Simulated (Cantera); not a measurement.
Feed: 1 mol FeS2, 0.95 mol O2, 0.5 mol N2, equilibrated at 1500 K and 290000 Pa.

Cantera equilibrium calculation (NASA polynomials, part measured and part estimated; ideal gas, pure solids and liquids). Candidate condensed phases: Fe, FeO, FeS, FeSO4, FeS2, Fe2O3, Fe2(SO4)3, Fe3O4, S; 19 gas species. Metal and sulfide melt together well below either melting point, which pure phases cannot show. Mutual solubility and eutectic melting of coexisting phases are not modelled. The tables' stoichiometric FeO is somewhat more stable than real wüstite, so its field is too wide. FeO, FeS: taken at fixed stoichiometry. Kinetics and transport are ignored.

Base state: SO2 0.595, N2 0.334, S2 0.0624, S2O 0.00628, SO 0.00254 (mole fractions); condensed: FeO(s) + FeS(l).

Problem. What changes in the equilibrium state with this change: pressure from 290000 Pa to 2500 Pa?

Solution. 
| species | before | after |
|---|---|---|
| SO2 | 0.595 | 0.429 |
| N2 | 0.334 | 0.312 |
| S2 | 0.0624 | 0.245 |
| S | 5.97e-6 | 0.000127 |
| SO | 0.00254 | 0.00995 |
| S2O | 0.00628 | 0.00453 |
| FeO(s), mol | 0.102 | 0.502 |
| FeS(l), mol | 0.898 | 0.498 |
